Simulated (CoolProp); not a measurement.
Computed with CoolProp (reference Helmholtz-energy equation of state, Lemmon 2003). It is a pseudo-pure fit of the blend.

Problem. For R507A, give the phase and the Z, speed of sound (m/s), expansivity (1/kK), fugacity coefficient at 226.85 °C and 1.19 MPa; 226.85 °C and 2.7 MPa; 226.85 °C and 6.14 MPa.

Solution. 
- 226.85 °C and 1.19 MPa: gas; Z 0.972, speed of sound 208, expansivity 2.26, fugacity coefficient 0.972
- 226.85 °C and 2.7 MPa: gas; Z 0.937, speed of sound 203, expansivity 2.61, fugacity coefficient 0.938
- 226.85 °C and 6.14 MPa: supercritical; Z 0.868, speed of sound 196, expansivity 3.50, fugacity coefficient 0.868
